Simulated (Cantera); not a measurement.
A perfectly stirred reactor is fed with CH4 : O2 : N2 = 0.0091 : 0.0037 : 1 (molar parts), equivalence ratio 4.9, at 2.00 bar; it is held at 1475 K, and followed from long to short residence time.

Model: GRI-Mech 3.0 (53 species, 325 reactions), integrated in Cantera.

What does this change do: pressure from 2.00 bar to 0.700 bar?


| quantity | before | after |
|---|---|---|
| x(CH4) at τ = 25.0 s | 0.00167 | 0.00167 |
| x(O2) at τ = 25.0 s | 1.39e-5 | 2.24e-5 |
| x(CH2CO) at τ = 25.0 s | 4.59e-7 | 8.22e-7 |
| x(CH3) at τ = 25.0 s | 3.45e-6 | 6.54e-6 |
| x(NO) at τ = 25.0 s | 1.47e-9 | 4.33e-9 |
| x(CH4) at τ = 0.150 s | 0.00494 | 0.00483 |
| x(O2) at τ = 0.150 s | 0.00103 | 0.00126 |
| x(CH2CO) at τ = 0.150 s | 8.87e-6 | 1.25e-5 |
| x(CH3) at τ = 0.150 s | 2.55e-5 | 4.81e-5 |
| x(NO) at τ = 0.150 s | 4.34e-9 | 6.42e-9 |

What does this change do: pressure from 2.00 bar to 5.00 bar?


| quantity | before | after |
|---|---|---|
| x(CH4) at τ = 25.0 s | 0.00167 | 0.00157 |
| x(O2) at τ = 25.0 s | 1.39e-5 | 8.04e-6 |
| x(CH2CO) at τ = 25.0 s | 4.59e-7 | 2.82e-7 |
| x(CH3) at τ = 25.0 s | 3.45e-6 | 1.94e-6 |
| x(NO) at τ = 25.0 s | 1.47e-9 | 3.89e-10 |
| x(CH4) at τ = 0.150 s | 0.00494 | 0.00498 |
| x(O2) at τ = 0.150 s | 0.00103 | 0.000808 |
| x(CH2CO) at τ = 0.150 s | 8.87e-6 | 6.62e-6 |
| x(CH3) at τ = 0.150 s | 2.55e-5 | 1.45e-5 |
| x(NO) at τ = 0.150 s | 4.34e-9 | 3.22e-9 |
